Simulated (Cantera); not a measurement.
Charge: 1 mol Ta, 0.85 mol H₂O, at 0.00420 Torr.

These are equilibrium values from Cantera (NASA tables, ideal gas, pure condensed phases), not measurements of a reactor. Candidate condensed phases: H₂O, Ta, Ta₂O₅; 12 gas species. Condensed phases not in the tables: N, O or C dissolved in the metal. Equilibrium is a limit: real reactors are often held back by kinetics, nucleation or transport.

Task: What share of the Ta ends up in condensed phases as a function of T (°C), at 1927, 1977, 2027, 2077, 2127, 2177, 2227, 2277?

Result: 
```tsv
T (°C)	Ta condensed (%)	as
1927	42.5	Ta(s)
1977	37.7	Ta(s)
2027	32.7	Ta(s)
2077	28.0	Ta(s)
2127	24.0	Ta(s)
2177	21.0	Ta(s)
2227	18.9	Ta(s)
2277	17.5	Ta(s)
```
